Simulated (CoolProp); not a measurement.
Saturated liquid density (kg/m³) of the fluoroketone C6F12O (FK-5-1-12): the reference equation beside estimates from Tc = 441.8 K, pc = 18.69 bar, ω = 0.471. Rackett uses Z = 0.29056 − 0.08775 ω.

Computed with CoolProp (reference Helmholtz-energy equation of state, McLinden 2015).

```json
[
 {"T (K)": "243.7", "reference": "1757", "Rackett": "1948", "van der Waals": "1023", "Redlich-Kwong": "1513", "Soave-Redlich-Kwong": "1592", "Peng-Robinson": "1791"},
 {"T (K)": "248.6", "reference": "1744", "Rackett": "…", "van der Waals": "…", "Redlich-Kwong": "1501", "Soave-Redlich-Kwong": "1582", "Peng-Robinson": "…"},
 {"T (K)": "253.5", "reference": "1730", "Rackett": "1917", "van der Waals": "1009", "Redlich-Kwong": "1489", "Soave-Redlich-Kwong": "1572", "Peng-Robinson": "1770"},
 {"T (K)": "258.3", "reference": "1717", "Rackett": "1902", "van der Waals": "1001", "Redlich-Kwong": "1477", "Soave-Redlich-Kwong": "1561", "Peng-Robinson": "1759"},
 {"T (K)": "263.2", "reference": "1703", "Rackett": "1886", "van der Waals": "994.1", "Redlich-Kwong": "1464", "Soave-Redlich-Kwong": "1551", "Peng-Robinson": "1747"},
 {"T (K)": "268.1", "reference": "1690", "Rackett": "1870", "van der Waals": "986.6", "Redlich-Kwong": "1451", "Soave-Redlich-Kwong": "1540", "Peng-Robinson": "…"},
 {"T (K)": "273", "reference": "1676", "Rackett": "1854", "van der Waals": "978.9", "Redlich-Kwong": "1438", "Soave-Redlich-Kwong": "1528", "Peng-Robinson": "1723"},
 {"T (K)": "277.8", "reference": "1662", "Rackett": "1838", "van der Waals": "971.3", "Redlich-Kwong": "1425", "Soave-Redlich-Kwong": "1517", "Peng-Robinson": "1711"},
 {"T (K)": "282.7", "reference": "1648", "Rackett": "1821", "van der Waals": "963.4", "Redlich-Kwong": "1411", "Soave-Redlich-Kwong": "1505", "Peng-Robinson": "1698"},
 {"T (K)": "287.6", "reference": "1634", "Rackett": "1805", "van der Waals": "955.4", "Redlich-Kwong": "1397", "Soave-Redlich-Kwong": "1492", "Peng-Robinson": "1684"},
 {"T (K)": "292.4", "reference": "…", "Rackett": "1788", "van der Waals": "947.3", "Redlich-Kwong": "1383", "Soave-Redlich-Kwong": "1479", "Peng-Robinson": "…"},
 {"T (K)": "297.3", "reference": "1605", "Rackett": "1771", "van der Waals": "939.0", "Redlich-Kwong": "1368", "Soave-Redlich-Kwong": "1466", "Peng-Robinson": "1656"},
 {"T (K)": "302.2", "reference": "1590", "Rackett": "1753", "van der Waals": "930.4", "Redlich-Kwong": "1353", "Soave-Redlich-Kwong": "1452", "Peng-Robinson": "1641"},
 {"T (K)": "307.1", "reference": "1575", "Rackett": "1736", "van der Waals": "921.7", "Redlich-Kwong": "1338", "Soave-Redlich-Kwong": "1438", "Peng-Robinson": "1626"},
 {"T (K)": "311.9", "reference": "1560", "Rackett": "1718", "van der Waals": "913.0", "Redlich-Kwong": "1322", "Soave-Redlich-Kwong": "…", "Peng-Robinson": "1610"}
]
```

Problem. Complete the blanks.

Solution. 
- 248.6, Rackett: 1932
- 248.6, van der Waals: 1016
- 248.6, Peng-Robinson: 1780
- 268.1, Peng-Robinson: 1735
- 292.4, reference: 1619
- 292.4, Peng-Robinson: 1671
- 311.9, Soave-Redlich-Kwong: 1424

Absolute difference from the reference over all 15 rows, mean and median: Rackett 10.5 and 10.6 %, van der Waals 41.6 and 41.6 %, Redlich-Kwong 14.4 and 14.3 %, Soave-Redlich-Kwong 8.9 and 8.7 %, Peng-Robinson 2.8 and 2.9 %.
